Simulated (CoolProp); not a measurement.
Vapour pressure (MPa) of dimethyl ether: the reference equation beside estimates from Tc = 127.2 °C, pc = 5.337 MPa, ω = 0.196. Clausius-Clapeyron is anchored at -66.25 °C with a constant enthalpy of vaporisation of 23.49 kJ/mol.

The numbers come from the reference Helmholtz-energy equation of state, Wu 2011 in CoolProp.

| T (°C) | reference | Lee-Kesler | Clausius-Clapeyron | Redlich-Kwong | Soave-Redlich-Kwong |
|---|---|---|---|---|---|
| -81.15 | 0.003681 | 0.003542 | 0.003764 | 0.006625 | 0.003620 |
| -73.75 | 0.006450 | 0.006213 | 0.006498 | 0.01141 | 0.006340 |
| -66.25 | 0.01086 | 0.01049 | 0.01086 | 0.01882 | 0.01068 |
| -58.85 | 0.01742 | 0.01688 | 0.01740 | 0.02953 | 0.01714 |
| -51.35 | 0.02710 | 0.02635 | 0.02718 | 0.04487 | 0.02669 |
| -43.95 | 0.04055 | 0.03960 | 0.04100 | 0.06555 | 0.03999 |
| -36.45 | 0.05923 | 0.05808 | 0.06059 | 0.09340 | 0.05851 |
| -29.05 | 0.08383 | 0.08255 | 0.08700 | 0.1290 | 0.08296 |

Absolute difference from the reference over all 8 rows, mean and median: Lee-Kesler 2.8 and 2.9 %, Clausius-Clapeyron 1.3 and 0.9 %, Redlich-Kwong 67.3 and 67.5 %, Soave-Redlich-Kwong 1.5 and 1.6 %.
